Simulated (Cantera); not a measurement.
An isothermal, constant-pressure homogeneous reactor starts with N₂O : H₂O = 1 : 0.024 (molar parts), at 1623 K and 33.0 Torr.

Computed with Cantera and GRI-Mech 3.0 (53 species, 325 reactions). GRI-Mech 3.0 was tuned for natural gas; its chemistry of N2O as a main component is partial and can be far from experiment. Radical loss at walls, strong at low pressure, is not modelled. The temperature is held fixed by assumption; the heat of reaction is taken as removed at once.

x: mole fraction; the columns are a selection and need not sum to one.

| t (s) | x N₂O | x H₂O | x NO₂ | x H₂ | x HO₂ | x N₂ |
|---|---|---|---|---|---|---|
| 5.00e-6 | 0.977 | 0.0234 | <1e-12 | <1e-12 | 2.71e-10 | 2.77e-5 |
| 1.36e-5 | 0.976 | 0.0234 | <1e-12 | 2.38e-12 | 5.15e-9 | 7.95e-5 |
| 3.69e-5 | 0.976 | 0.0234 | 3.87e-11 | 1.56e-10 | ___ | ___ |
| 0.000100 | 0.975 | 0.0234 | 4.34e-9 | 6.62e-9 | 1.24e-6 | 0.000754 |
| 0.000273 | 0.973 | 0.0233 | 3.92e-7 | 1.51e-7 | 1.04e-5 | 0.00227 |
| 0.000741 | 0.965 | 0.0232 | ___ | ___ | 3.07e-5 | ___ |
| 0.00202 | 0.945 | 0.0230 | 0.000104 | 2.97e-6 | 2.91e-5 | 0.0179 |
| 0.00548 | 0.894 | 0.0226 | 0.000362 | 2.83e-6 | 2.01e-5 | 0.0475 |
| 0.0149 | 0.773 | 0.0216 | 0.000629 | 2.24e-6 | 1.12e-5 | 0.118 |
| 0.0405 | 0.536 | 0.0198 | 0.000580 | 2.29e-6 | 4.48e-6 | 0.256 |
| 0.110 | 0.224 | 0.0173 | 0.000287 | 3.05e-6 | 1.18e-6 | 0.439 |
| 0.299 | 0.0288 | 0.0158 | 9.75e-5 | 4.06e-6 | 1.83e-7 | 0.554 |
| 0.812 | 0.000422 | 0.0156 | 0.000128 | 1.59e-6 | 8.74e-8 | 0.572 |
| 2.21 | 7.48e-6 | 0.0157 | 0.000143 | 1.33e-6 | 8.85e-8 | 0.572 |
| 6.00 | 7.38e-6 | 0.0157 | 0.000142 | 1.33e-6 | 8.86e-8 | 0.573 |

### Question
Complete the blanks.

### Answer

- 3.69e-5, x HO₂: 8.92e-8
- 3.69e-5, x N₂: 0.000240
- 0.000741, x NO₂: 1.26e-5
- 0.000741, x H₂: 1.23e-6
- 0.000741, x N₂: 0.00648
